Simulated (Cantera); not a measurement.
Feed: 1 mol CH₃Cl, 1.6 mol H₂, 0.68 mol CH₄, at 9.70e-5 bar.

Equilibrium computed with Cantera from the NASA thermochemical tables; the gas is ideal and each condensed phase is pure. Candidate condensed phases: C, C₆H₆, C₇H₈, C₈H₁₈; 91 gas species. Equilibrium is a limit: real reactors are often held back by kinetics, nucleation or transport.

Task: At 2423 K, list the 6 most abundant gas species with their mole fractions, and the condensed phases.

Result: H 0.718, H₂ 0.159, Cl 0.0912, HCl 0.0284, C₃ 0.00149, C₂H₂ (acetylene) 0.00123. Condensed: C(graphite).
